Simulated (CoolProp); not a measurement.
A simple Rankine cycle with toluene: condensing at 322.15 K, boiler at 0.29 MPa, turbine inlet 430.4 K, turbine efficiency 0.9, pump efficiency 0.7, no recuperator. Each further row changes one setting.

Values from CoolProp's reference Helmholtz-energy equation of state, Lemmon 2006. It is a short technical equation, of lower accuracy than the large ones.

```json
[
 {"case": "as stated", "thermal efficiency (%)": "18.0", "net work (kJ/kg)": "97.8", "heat in (kJ/kg)": "543", "turbine exit temperature (K)": "357.8", "volume ratio over the turbine": "22.1"},
 {"case": "turbine inlet 450.4 K", "thermal efficiency (%)": "17.9", "net work (kJ/kg)": "103", "heat in (kJ/kg)": "577", "turbine exit temperature (K)": "378.4", "volume ratio over the turbine": "22.1"},
 {"case": "condensing temperature 314.15 K", "thermal efficiency (%)": "19.3", "net work (kJ/kg)": "108", "heat in (kJ/kg)": "557", "turbine exit temperature (K)": "350.3", "volume ratio over the turbine": "30.9"},
 {"case": "boiler pressure 0.203 MPa", "thermal efficiency (%)": "16.3", "net work (kJ/kg)": "88.9", "heat in (kJ/kg)": "546", "turbine exit temperature (K)": "366.9", "volume ratio over the turbine": "15.5"},
 {"case": "turbine efficiency 0.8", "thermal efficiency (%)": "16.0", "net work (kJ/kg)": "86.9", "heat in (kJ/kg)": "543", "turbine exit temperature (K)": "365.7", "volume ratio over the turbine": "22.6"}
]
```
